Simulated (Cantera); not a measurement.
A Cantera script and what it prints.

```python
import numpy as np
import cantera as ct

gas_names = """
    F F2 H HF H2 H2F2 H3F3 H4F4 H5F5 H6F6 H7F7 N NF NF2 NF3 NH NH2 NH3 N2 N2H2 N2H4 Si SiF SiF2 SiF3
    SiF4 SiH SiHF3 SiH2 SiH2F2 SiH3 SiH3F SiH4 SiN Si2 Si2N Si3
""".split()
cond_names = """
    Si(cr) Si(L) Si3N4(a)
""".split()


def load(file, names, dense=False):
    # The tables refer to 1 bar. Condensed volumes are neglected.
    table = {s.name: s for s in ct.Species.list_from_file(file)}
    out = []
    for n in names:
        d = dict(table[n].input_data)
        d["thermo"] = dict(d["thermo"], **{"reference-pressure": 1e5})
        if dense:
            d["equation-of-state"] = {"model": "constant-volume", "density": "1e6 g/cm^3"}
        out.append(ct.Species.from_dict(d))
    return out


gas = ct.Solution(thermo="ideal-gas", species=load("nasa_gas.yaml", gas_names))
cond = {s.name: ct.Solution(thermo="fixed-stoichiometry", species=[s], name=s.name)
        for s in load("nasa_condensed.yaml", cond_names, dense=True)}
atoms = {
    'SiF4': {'Si': 1, 'F': 4},
    'NH3': {'N': 1, 'H': 3},
    'H2': {'H': 2},
}
top_T = {'Si3N4(a)': 2400}  # K; cautious upper limits of use, not melting points


def equilibrate(T, P, feed):
    n = {}
    for name, mol in feed.items():
        for a, k in atoms[name].items():
            n[a] = n.get(a, 0.0) + k * mol
    gas.TPX = T, P, n
    mass = sum(n.values()) * gas.mean_molecular_weight
    gas.equilibrate("TP")
    valid = [c for c in cond.values() if c.min_temp <= T <= top_T.get(c.name, c.max_temp)]
    mix = ct.Mixture([(gas, mass / gas.mean_molecular_weight)] + [(c, 0.0) for c in valid])
    mix.T, mix.P = T, P
    mix.equilibrate("TP", solver="vcs", rtol=1e-11, max_steps=5000)
    return mix


results = []
P = 530  # Pa
for T in [898, 948, 998, 1048, 1098, 1148, 1198, 1248, 1298, 1348, 1398, 1448, 1498, 1548]:
    for m in [1.9, 2.4, 3.2, 4.1, 5.3, 7, 9.1, 12, 15, 20]:
        feed = {'SiF4': 1, 'NH3': m, 'H2': 3.7}  # mol
        mix = equilibrate(T, P, feed)
        results.append((T, P, feed, dict(zip(mix.species_names, mix.species_moles))))

for T, P, feed, n in results:
    print(f"{T:7g} {feed['NH3']:10.4g}  " + (" + ".join(c for c in cond_names if n.get(c, 0) > 1e-12) or "gas only"))
```

It prints:

```
    898        1.9  Si3N4(a)
    898        2.4  Si3N4(a)
    898        3.2  Si3N4(a)
    898        4.1  Si3N4(a)
    898        5.3  Si3N4(a)
    898          7  Si3N4(a)
    898        9.1  Si3N4(a)
    898         12  Si3N4(a)
    898         15  Si3N4(a)
    898         20  Si3N4(a)
    948        1.9  Si3N4(a)
    948        2.4  Si3N4(a)
    948        3.2  Si3N4(a)
    948        4.1  Si3N4(a)
    948        5.3  Si3N4(a)
    948          7  Si3N4(a)
    948        9.1  Si3N4(a)
    948         12  Si3N4(a)
    948         15  Si3N4(a)
    948         20  Si3N4(a)
    998        1.9  Si3N4(a)
    998        2.4  Si3N4(a)
    998        3.2  Si3N4(a)
    998        4.1  Si3N4(a)
    998        5.3  Si3N4(a)
    998          7  Si3N4(a)
    998        9.1  Si3N4(a)
    998         12  Si3N4(a)
    998         15  Si3N4(a)
    998         20  Si3N4(a)
   1048        1.9  Si3N4(a)
   1048        2.4  Si3N4(a)
   1048        3.2  Si3N4(a)
   1048        4.1  Si3N4(a)
   1048        5.3  Si3N4(a)
   1048          7  Si3N4(a)
   1048        9.1  Si3N4(a)
   1048         12  Si3N4(a)
   1048         15  Si3N4(a)
   1048         20  Si3N4(a)
   1098        1.9  Si3N4(a)
   1098        2.4  Si3N4(a)
   1098        3.2  Si3N4(a)
   1098        4.1  Si3N4(a)
   1098        5.3  Si3N4(a)
   1098          7  Si3N4(a)
   1098        9.1  Si3N4(a)
   1098         12  Si3N4(a)
   1098         15  Si3N4(a)
   1098         20  Si3N4(a)
   1148        1.9  Si3N4(a)
   1148        2.4  Si3N4(a)
   1148        3.2  Si3N4(a)
   1148        4.1  Si3N4(a)
   1148        5.3  Si3N4(a)
   1148          7  Si3N4(a)
   1148        9.1  Si3N4(a)
   1148         12  Si3N4(a)
   1148         15  Si3N4(a)
   1148         20  Si3N4(a)
   1198        1.9  Si3N4(a)
   1198        2.4  Si3N4(a)
   1198        3.2  Si3N4(a)
   1198        4.1  Si3N4(a)
   1198        5.3  Si3N4(a)
   1198          7  Si3N4(a)
   1198        9.1  Si3N4(a)
   1198         12  Si3N4(a)
   1198         15  Si3N4(a)
   1198         20  Si3N4(a)
   1248        1.9  Si3N4(a)
   1248        2.4  Si3N4(a)
   1248        3.2  Si3N4(a)
   1248        4.1  Si3N4(a)
   1248        5.3  Si3N4(a)
   1248          7  Si3N4(a)
   1248        9.1  Si3N4(a)
   1248         12  Si3N4(a)
   1248         15  Si3N4(a)
   1248         20  Si3N4(a)
   1298        1.9  gas only
   1298        2.4  gas only
   1298        3.2  gas only
   1298        4.1  Si3N4(a)
   1298        5.3  Si3N4(a)
   1298          7  Si3N4(a)
   1298        9.1  Si3N4(a)
   1298         12  Si3N4(a)
   1298         15  Si3N4(a)
   1298         20  Si3N4(a)
   1348        1.9  gas only
   1348        2.4  gas only
   1348        3.2  gas only
   1348        4.1  gas only
   1348        5.3  gas only
   1348          7  gas only
   1348        9.1  Si3N4(a)
   1348         12  Si3N4(a)
   1348         15  Si3N4(a)
   1348         20  Si3N4(a)
   1398        1.9  gas only
   1398        2.4  gas only
   1398        3.2  gas only
   1398        4.1  gas only
   1398        5.3  gas only
   1398          7  gas only
   1398        9.1  gas only
   1398         12  gas only
   1398         15  gas only
   1398         20  Si3N4(a)
   1448        1.9  gas only
   1448        2.4  gas only
   1448        3.2  gas only
   1448        4.1  gas only
   1448        5.3  gas only
   1448          7  gas only
   1448        9.1  gas only
   1448         12  gas only
   1448         15  gas only
   1448         20  gas only
   1498        1.9  gas only
   1498        2.4  gas only
   1498        3.2  gas only
   1498        4.1  gas only
   1498        5.3  gas only
   1498          7  gas only
   1498        9.1  gas only
   1498         12  gas only
   1498         15  gas only
   1498         20  gas only
   1548        1.9  gas only
   1548        2.4  gas only
   1548        3.2  gas only
   1548        4.1  gas only
   1548        5.3  gas only
   1548          7  gas only
   1548        9.1  gas only
   1548         12  gas only
   1548         15  gas only
   1548         20  gas only
```

Method: chemical equilibrium by Gibbs-energy minimisation in Cantera with the NASA 1993 tables (ideal gas, pure condensed phases). The tables' values for SiF2, SiF3 are old estimates.
